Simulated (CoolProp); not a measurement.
Properties of ethane along the isotherm 620 K.

Values from CoolProp's reference Helmholtz-energy equation of state, Bücker 2006.

```tsv
p (kPa)	phase	Z	cv (kJ/(kg K))	speed of sound (m/s)	Joule-Thomson coefficient (K/MPa)	conductivity (mW/(m K))	fugacity coefficient
77	gas	0.9997	2.759	434.2	1.539	77.4	0.9997
137	gas	0.9994	2.759	434.2	1.538	77.4	0.9994
244	gas	0.9990	2.760	434.1	1.536	77.4	0.9990
433	gas	0.9982	2.760	433.9	1.532	77.5	0.9982
770	gas	0.9969	2.761	433.7	1.526	77.5	0.9968
1370	gas	0.9946	2.763	433.2	1.514	77.7	0.9944
2440	gas	0.9907	2.767	432.6	1.492	78.0	0.9903
4330	gas	0.9846	2.773	432.2	1.446	78.5	0.9834
7700	supercritical	0.9769	2.783	433.5	1.350	79.7	0.9726
13700	supercritical	0.9737	2.797	443.1	1.140	82.3	0.9583
24400	supercritical	1.002	2.816	481.8	0.7391	88.0	0.9490
```

Thermal conductivity comes from a separate model (Friend 1991).
